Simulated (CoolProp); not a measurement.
The fluid at 479.1 K and 2.44 MPa is throttled through a valve to 0.577 MPa with no heat exchange. The same conditions are run with several fluids, on thermodynamics alone (safety and materials aside).

The numbers come from the reference Helmholtz-energy equation of state of each fluid (CF4 (R14): Platzer 1990; methane: Setzmann 1991; R125: Lemmon 2005; R11: Jacobsen 1992; neopentane: Lemmon 2006) in CoolProp. The equations of Platzer and Polt are older, rougher fits.

```json
[
 {"fluid": "CF4 (R14)", "temperature change (K)": "-3.3", "final density (kg/m³)": "12.8"},
 {"fluid": "methane", "temperature change (K)": "-2.5", "final density (kg/m³)": "2.34"},
 {"fluid": "R125", "temperature change (K)": "-6.7", "final density (kg/m³)": "17.9"},
 {"fluid": "R11", "temperature change (K)": "-23.7", "final density (kg/m³)": "22.1"},
 {"fluid": "neopentane", "temperature change (K)": "-12.9", "final density (kg/m³)": "11.3"}
]
```
